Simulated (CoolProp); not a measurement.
A simple Rankine cycle with R365MFC: condensing at 318.15 K, boiler at 0.667 MPa, turbine inlet 383.5 K, turbine efficiency 0.7, pump efficiency 0.8, no recuperator. Each further row changes one setting.

Computed with CoolProp (reference Helmholtz-energy equation of state, Lemmon 2016).

```csv
case,thermal efficiency (%),net work (kJ/kg),heat in (kJ/kg),turbine exit temperature (K),volume ratio over the turbine
as stated,8.9,21.9,247,354.1,5.90
turbine inlet 403.5 K,8.7,23.6,272,375.4,5.76
condensing temperature 310.15 K,9.9,25.6,258,350.1,7.83
boiler pressure 0.467 MPa,7.2,18.1,251,361.7,3.97
turbine efficiency 0.6,7.6,18.7,247,357.0,5.96
```
